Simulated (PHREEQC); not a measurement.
Dissolve 2.3 mmol/kgw NaOH and 5.7 mmol/kgw K2SiO3 at 8 °C. Closed to the air; pH follows from the charge balance.

Computed with PHREEQC (ion-association model, wateq4f.dat).

No solid was allowed to form.

Order these Si species by the share of Si that they hold, largest first: H4SiO4, H2SiO4-2, H3SiO4-.

H3SiO4- (92 %), H2SiO4-2 (7.1 %), H4SiO4 (0.39 %)

The pH is 12.44 and the ionic strength 0.0141 mol/kgw. Away from 25 °C the constants follow the database's enthalpies or fits; those with neither stay at their 25 °C values.
